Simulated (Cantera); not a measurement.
Mixture: 11.8 % CH4, 0.753 % H2, 18.3 % O2, 69.1 % N2, at 1.00 bar, adiabatic and at constant volume. Ignition delay is the time to a rise of 400 K.

Cantera simulation using GRI-Mech 3.0 (53 species, 325 reactions); the numbers are that mechanism's predictions, not measurements.

Task: Predict: delay at 1275 K; delay at 1425 K; delay at 1575 K; delay at 1725 K; delay at 1875 K; apparent activation energy between 1725 and 1875 K.

Result: 
```json
{
 "delay at 1275 K": "10.1 ms",
 "delay at 1425 K": "1.88 ms",
 "delay at 1575 K": "0.462 ms",
 "delay at 1725 K": "0.152 ms",
 "delay at 1875 K": "61.6 µs",
 "apparent activation energy between 1725 and 1875 K": "160 kJ/mol"
}
```
